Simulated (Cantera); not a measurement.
Charge: 1 mol Si(CH₃)₄, 0.019 mol CH₄, 1200 mol H₂, at 640 Pa.

Equilibrium computed with Cantera from the NASA thermochemical tables; the gas is ideal and each condensed phase is pure. Candidate condensed phases: C, C₆H₆, C₇H₈, C₈H₁₈, Si, SiC; 87 gas species. Rates play no part.

log p: log10 of the partial pressure in bar; n: condensed amount in mol.

```json
[
 {"T (°C)": "650", "log p H₂": "-2.19", "log p H": "-10.71", "log p C₂H₂ (acetylene)": "-12.12", "log p CH₄": "-5.02", "log p Si": "<-14", "log p SiC₂": "<-14", "n C(graphite)": "1.23", "n SiC(s)": "1.00"},
 {"T (°C)": "750", "log p H₂": "-2.19", "log p H": "-9.48", "log p C₂H₂ (acetylene)": "-10.87", "log p CH₄": "-5.51", "log p Si": "<-14", "log p SiC₂": "<-14", "n C(graphite)": "2.44", "n SiC(s)": "1.00"},
 {"T (°C)": "850", "log p H₂": "-2.19", "log p H": "(withheld)", "log p C₂H₂ (acetylene)": "(withheld)", "log p CH₄": "(withheld)", "log p Si": "<-14", "log p SiC₂": "<-14", "n C(graphite)": "2.79", "n SiC(s)": "1.00"},
 {"T (°C)": "950", "log p H₂": "-2.19", "log p H": "-7.62", "log p C₂H₂ (acetylene)": "-9.00", "log p CH₄": "-6.26", "log p Si": "<-14", "log p SiC₂": "<-14", "n C(graphite)": "2.92", "n SiC(s)": "1.00"},
 {"T (°C)": "1050", "log p H₂": "-2.19", "log p H": "-6.90", "log p C₂H₂ (acetylene)": "-8.28", "log p CH₄": "-6.56", "log p Si": "-12.53", "log p SiC₂": "<-14", "n C(graphite)": "2.96", "n SiC(s)": "1.000"},
 {"T (°C)": "1150", "log p H₂": "-2.19", "log p H": "-6.27", "log p C₂H₂ (acetylene)": "-7.66", "log p CH₄": "-6.81", "log p Si": "-11.09", "log p SiC₂": "-14.15", "n C(graphite)": "2.98", "n SiC(s)": "1.000"},
 {"T (°C)": "1250", "log p H₂": "-2.19", "log p H": "-5.73", "log p C₂H₂ (acetylene)": "-7.12", "log p CH₄": "-7.03", "log p Si": "-9.84", "log p SiC₂": "-12.52", "n C(graphite)": "2.97", "n SiC(s)": "1.000"},
 {"T (°C)": "1350", "log p H₂": "-2.19", "log p H": "-5.26", "log p C₂H₂ (acetylene)": "-6.65", "log p CH₄": "-7.22", "log p Si": "-8.75", "log p SiC₂": "-11.09", "n C(graphite)": "2.92", "n SiC(s)": "1.000"},
 {"T (°C)": "1450", "log p H₂": "-2.19", "log p H": "(withheld)", "log p C₂H₂ (acetylene)": "(withheld)", "log p CH₄": "(withheld)", "log p Si": "(withheld)", "log p SiC₂": "(withheld)", "n C(graphite)": "2.80", "n SiC(s)": "0.996"},
 {"T (°C)": "1550", "log p H₂": "-2.20", "log p H": "-4.46", "log p C₂H₂ (acetylene)": "-5.87", "log p CH₄": "-7.54", "log p Si": "-6.93", "log p SiC₂": "-8.71", "n C(graphite)": "2.53", "n SiC(s)": "0.974"},
 {"T (°C)": "1650", "log p H₂": "-2.20", "log p H": "-4.13", "log p C₂H₂ (acetylene)": "-5.54", "log p CH₄": "-7.68", "log p Si": "-6.16", "log p SiC₂": "-7.71", "n C(graphite)": "2.07", "n SiC(s)": "0.848"},
 {"T (°C)": "1750", "log p H₂": "-2.20", "log p H": "-3.82", "log p C₂H₂ (acetylene)": "-5.25", "log p CH₄": "-7.81", "log p Si": "-5.47", "log p SiC₂": "-6.81", "n C(graphite)": "1.56", "n SiC(s)": "0.241"},
 {"T (°C)": "1850", "log p H₂": "-2.21", "log p H": "-3.55", "log p C₂H₂ (acetylene)": "-5.00", "log p CH₄": "-7.94", "log p Si": "-5.34", "log p SiC₂": "-6.50", "n C(graphite)": "0", "n SiC(s)": "0"}
]
```

Question: Complete the blanks.

Answer: 
- 850, log p H: -8.47
- 850, log p C₂H₂ (acetylene): -9.85
- 850, log p CH₄: -5.92
- 1450, log p H: -4.84
- 1450, log p C₂H₂ (acetylene): -6.24
- 1450, log p CH₄: -7.39
- 1450, log p Si: -7.79
- 1450, log p SiC₂: -9.83
